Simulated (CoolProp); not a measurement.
Vapour-liquid equilibrium of CH2F2 (R32) (1) + R134a (2) at 6.15 bar; x and y are mole fractions of (1).

The numbers come from the multi-fluid Helmholtz-energy mixture model, Tillner-Roth 1997 and Tillner-Roth 1994; pair parameters Lemmon 2004 in CoolProp.

Question: Give the bubble temperature and the first vapour's composition at x = 0.275, 0.65, 0.725. Is there an azeotrope?

Answer: x = 0.275: 284.0 K, y = 0.467; x = 0.65: 272.7 K, y = 0.814; x = 0.725: 270.8 K, y = 0.862. No azeotrope shows between x = 0.05 and 0.95.

The pair parameters rest on a limited set of measurements; away from them the model extrapolates.
